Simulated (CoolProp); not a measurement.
Ethanol along the isobar 7160 kPa: fugacity coefficient from the reference equation and from simpler models built on Tc = 514.7 K, pc = 6268 kPa, ω = 0.644; each cubic takes its own stable root.

Computed with CoolProp (reference Helmholtz-energy equation of state, Schroeder 2014).

```
T (K)          phase  reference
-----  -------------  ---------
492.7         liquid     0.4731
510.9         liquid     0.5921
529.1  supercritical     0.6930
547.2  supercritical     0.7465
565.4  supercritical     0.7862
583.6  supercritical     0.8177
601.8  supercritical     0.8433
620    supercritical     0.8645
```

Task: How far does each simpler model (Redlich-Kwong, Peng-Robinson) lie from the reference over these 8 states: mean and median of the absolute difference, and the worst?

Result: 
- Redlich-Kwong: mean 7.1 %, median 8.4 %, worst +9.2 % at 492.7 K and 7160 kPa
- Peng-Robinson: mean 6.0 %, median 6.2 %, worst -7.4 % at 547.2 K and 7160 kPa
